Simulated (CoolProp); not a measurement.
Vapour-liquid equilibrium of R125 (1) + cyclopropane (2) at 13.85 °C; x and y are mole fractions of (1).

Values from CoolProp's multi-fluid Helmholtz-energy mixture model, Lemmon 2005 and Polt 1992; pair parameters Bell 2016. This equation is an older, rougher fit; its heat capacities, sound speeds and derivatives of the liquid may be far off and weren't checked against measurements.

```
x     bubble pressure, mixture model (MPa)  bubble pressure, Raoult's law (MPa)  y, mixture model  y, Raoult's law
----  ------------------------------------  -----------------------------------  ----------------  ---------------
0.05                                0.6444                               0.5539             0.197            0.092
0.15                                0.8011                               0.6025             0.389            0.253
0.25                                0.8959                               0.6510             0.484            0.390
0.35                                0.9565                               0.6996             0.546            0.508
0.45                                0.9982                               0.7482             0.596            0.611
0.55                                 1.029                               0.7968             0.643            0.701
0.65                                 1.050                               0.8454             0.696            0.781
0.75                                 1.061                               0.8940             0.758            0.852
0.85                                 1.057                               0.9426             0.837            0.916
0.95                                 1.035                               0.9912             0.938            0.973
```

The largest gap from Raoult's law is +37.6 % in bubble pressure, at x = 0.25. y crosses x between x = 0.75 and 0.85: the model has an azeotrope there.

Pair parameters are fitted to limited data, so mixtures are less certain than the pure fluids.
